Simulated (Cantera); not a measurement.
## Equilibrium for roasting and sulfation: MgO + H2S + H2O

Feed: 1 mol MgO, 0.89 mol H2S, 0.92 mol H2O, equilibrated at 998 K and 0.100 bar.

Equilibrium computed with Cantera from the NASA thermochemical tables; the gas is ideal and each condensed phase is pure. Candidate condensed phases: H2O, H2SO4, Mg, MgO, Mg(OH)2, MgS, MgSO4, S; 26 gas species. Gases not in the tables: S3 to S7. Rates play no part.

```yaml
x(H2O): 0.493
x(H2S): 0.421
x(H2): 0.0573
x(S2): 0.0281
x(SO2): 0.000343
x(S2O): 4.16e-5
x(SH): 3.23e-5
n(MgO(s)): 1.00 mol
gas_amount: 1.863 mol
log10 activity of S(l) (absent): -1.64
log10 activity of Mg(l) (absent): -16.67
log10 activity of H2SO4(l) (absent): -18.42
```
